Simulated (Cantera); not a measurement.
# Adiabatic ignition

An adiabatic, constant-volume homogeneous reactor starts with CH4 : CO : O2 : N2 = 1 : 1.4 : 1.13 : 4.23 (molar parts), equivalence ratio 2.4, at 1748 K and 0.930 bar.

Model: GRI-Mech 3.0 (53 species, 325 reactions), integrated in Cantera.

| t (s) | T (K) | P (bar) | x CH4 | x CO | x O2 | x C2H2 | x NO | x CH2CO | x H |
|---|---|---|---|---|---|---|---|---|---|
| 2.00e-6 | 1748 | 0.930 | 0.129 | 0.180 | 0.146 | <1e-12 | <1e-12 | 3.79e-10 | 5.66e-7 |
| 4.92e-6 | 1748 | 0.930 | 0.129 | 0.180 | 0.146 | 3.92e-12 | <1e-12 | 2.60e-9 | 6.05e-7 |
| 1.21e-5 | 1748 | 0.930 | 0.129 | 0.180 | 0.146 | 2.22e-10 | <1e-12 | 1.74e-8 | 7.13e-7 |
| 2.98e-5 | 1747 | 0.930 | 0.128 | 0.180 | 0.145 | 1.20e-8 | 3.65e-12 | 1.19e-7 | 1.14e-6 |
| 7.34e-5 | 1749 | 0.931 | 0.127 | 0.180 | 0.145 | 7.90e-7 | 2.01e-11 | 1.22e-6 | 4.18e-6 |
| 0.000181 | 1855 | 0.999 | 0.0975 | 0.184 | 0.126 | 0.000373 | 2.58e-9 | 0.000327 | 0.000170 |
| 0.000445 | 2854 | 1.72 | 8.54e-12 | 0.241 | 0.000358 | <1e-12 | 0.000645 | <1e-12 | 0.0247 |
| 0.00110 | 2850 | 1.72 | 8.46e-12 | 0.241 | 0.000353 | <1e-12 | 0.00108 | <1e-12 | 0.0247 |
| 0.00270 | 2849 | 1.72 | 8.53e-12 | 0.241 | 0.000350 | <1e-12 | 0.00125 | <1e-12 | 0.0247 |
| 0.00664 | 2849 | 1.72 | 8.53e-12 | 0.241 | 0.000350 | <1e-12 | 0.00126 | <1e-12 | 0.0247 |
| 0.0163 | 2849 | 1.72 | 8.53e-12 | 0.241 | 0.000350 | <1e-12 | 0.00126 | <1e-12 | 0.0247 |
| 0.0402 | 2849 | 1.72 | 8.53e-12 | 0.241 | 0.000350 | <1e-12 | 0.00126 | <1e-12 | 0.0247 |
| 0.0990 | 2849 | 1.72 | 8.53e-12 | 0.241 | 0.000350 | <1e-12 | 0.00126 | <1e-12 | 0.0247 |
| 0.244 | 2849 | 1.72 | 8.53e-12 | 0.241 | 0.000350 | <1e-12 | 0.00126 | <1e-12 | 0.0247 |
| 0.600 | 2849 | 1.72 | 8.53e-12 | 0.241 | 0.000350 | <1e-12 | 0.00126 | <1e-12 | 0.0247 |
x: mole fraction; the columns are a selection and need not sum to one.

The time of steepest temperature rise comes out as 0.207 ms and the temperature at 0.600 s comes out as 2849 K. The equilibrium temperature comes out as 2849 K. The x(CH4) at 0.600 s comes out as 8.53e-12 (gas-phase equilibrium 9.65e-12) and the x(CO) at 0.600 s is 0.241 (gas-phase equilibrium 0.241). The x(O2) at 0.600 s comes out as 0.000350 (gas-phase equilibrium 0.000350).
